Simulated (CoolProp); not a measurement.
Vapour-liquid equilibrium of R143a (1) + R1234yf (2) at 0.835 MPa; x and y are mole fractions of (1).

Model: multi-fluid Helmholtz-energy mixture model, Lemmon and Jacobsen 2000 and Lemmon 2022; pair parameters Bell 2016, in CoolProp.

Task: Give the bubble temperature and the first vapour's composition at x = 0.05, 0.725, 0.875. Is there an azeotrope?

Result: x = 0.05: 303.9 K, y = 0.081; x = 0.725: 287.8 K, y = 0.808; x = 0.875: 285.2 K, y = 0.917. No azeotrope shows between x = 0.05 and 0.95.

The pair parameters rest on a limited set of measurements; away from them the model extrapolates.
